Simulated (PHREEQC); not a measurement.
Consider water at 25 °C with 27 mmol/kgw K2SO4 and 12 mmol/kgw CO2. Closed to the air; pH follows from the charge balance.

Equilibrium calculation in PHREEQC: ion-association model, phreeqc.dat.

No solid was allowed to form.

### Question
Order these S species by the share of S that they hold, largest first: KSO4-, HSO4-, SO4-2.

### Answer
SO4-2 (87 %), KSO4- (12 %), HSO4- (0.23 %)

The pH is 4.28 and the ionic strength 0.0743 mol/kgw. Species that the database lacks are ignored.
